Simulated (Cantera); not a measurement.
Charge: 1 mol C2F6, 0.68 mol F2, 1.8 mol H2, equilibrated at 2052 °C and 10.0 mbar.

Cantera equilibrium calculation (NASA polynomials, part measured and part estimated; ideal gas, pure solids and liquids). The feed counts by its element totals alone. Gases not in the tables: C2F6 and larger saturated fluorocarbons. Kinetics and transport are ignored.

```
species            before    after
----------------  -------  -------
HF                  0.606    0.793
CF4                0.0222    0.207
CF3               0.00347  1.54e-9
F                   0.198    <1e-9
CF2                 0.166    <1e-9
CF                0.00362    <1e-9
H                 4.74e-5    <1e-9
C(graphite), mol    0.839     1.06
```
Gas species are given as mole fractions.

Task: What was changed between the two runs?
A. F2 from 0.68 to 0.091 mol
B. pressure from 10.0 mbar to 1.00 bar
C. pressure from 10.0 mbar to 8.10 Pa
D. temperature from 2052 °C to 700 °C

Result: D, temperature from 2052 °C to 700 °C
